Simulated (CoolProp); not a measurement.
Vapour pressure (MPa) of R1336mzz(E): the reference equation beside estimates from Tc = 403.5 K, pc = 2.779 MPa, ω = 0.413. Clausius-Clapeyron is anchored at 322.2 K with a constant enthalpy of vaporisation of 21.37 kJ/mol.

Values from CoolProp's reference Helmholtz-energy equation of state, Akasaka 2023.

| T (K) | reference | Lee-Kesler | Clausius-Clapeyron | van der Waals | Redlich-Kwong | Peng-Robinson |
|---|---|---|---|---|---|---|
| 316.4 | 0.3518 | 0.3528 | 0.3616 | 0.9701 | 0.5914 | 0.3504 |
| 319.3 | 0.3840 | 0.3851 | 0.3893 | 1.012 | 0.6318 | 0.3826 |
| 322.2 | 0.4185 | 0.4197 | 0.4185 | 1.056 | 0.6741 | 0.4171 |
| 325.1 | 0.4553 | 0.4565 | 0.4494 | 1.100 | 0.7183 | [?] |
| 328 | 0.4944 | 0.4957 | [?] | 1.146 | 0.7645 | [?] |
| 330.9 | 0.5361 | 0.5373 | 0.5162 | [?] | 0.8126 | 0.5348 |
| 333.8 | 0.5804 | 0.5816 | 0.5522 | 1.241 | 0.8628 | [?] |
| 336.7 | [?] | 0.6285 | 0.5901 | 1.291 | 0.9151 | 0.6263 |
| 339.6 | 0.6772 | 0.6782 | 0.6298 | [?] | 0.9695 | 0.6764 |
| 342.5 | 0.7299 | 0.7309 | 0.6715 | 1.393 | 1.026 | 0.7294 |

Task: Complete the blanks.

Result: 
- 325.1, Peng-Robinson: 0.4538
- 328, Clausius-Clapeyron: 0.4819
- 328, Peng-Robinson: 0.4930
- 330.9, van der Waals: 1.193
- 333.8, Peng-Robinson: 0.5792
- 336.7, reference: 0.6274
- 339.6, van der Waals: 1.341

Absolute difference from the reference over all 10 rows, mean and median: Lee-Kesler 0.2 and 0.2 %, Clausius-Clapeyron 3.8 and 3.2 %, van der Waals 129.6 and 127.2 %, Redlich-Kwong 53.6 and 53.1 %, Peng-Robinson 0.3 and 0.3 %.
